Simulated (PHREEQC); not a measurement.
Make-up at 25 °C: 0.0019 mol/kgw HF, 0.0014 mol/kgw KF and 0.00011 mol/kgw H4SiO4. Closed to the air; pH follows from the charge balance.

Computed with PHREEQC (ion-association model, wateq4f.dat).

```csv
quantity,before,after
pH,3.34,10.96
ionic strength (mol/kgw),0.00195,0.00581
F- (mol/kgw),0.00173,0.00327
HF (mol/kgw),0.00113,5.01e-11
H4SiO4 (mol/kgw),4.17e-5,7.08e-6
SI of Quartz (SiO2),-0.40,-1.17
```

Question: What was changed between the two runs?
A) KF replaced by NH4HF2 at the same molality
B) 0.0015 mol/kgw Ca(OH)2 added
C) HF from 0.0019 to 0.00095 mol/kgw
D) temperature from 25 to 65 °C

Answer: B, 0.0015 mol/kgw Ca(OH)2 added

Precipitation was switched off in this run. Some of these states are supersaturated (in Fluorite, for instance). SiF6-2 is the database's only silicon fluoride.
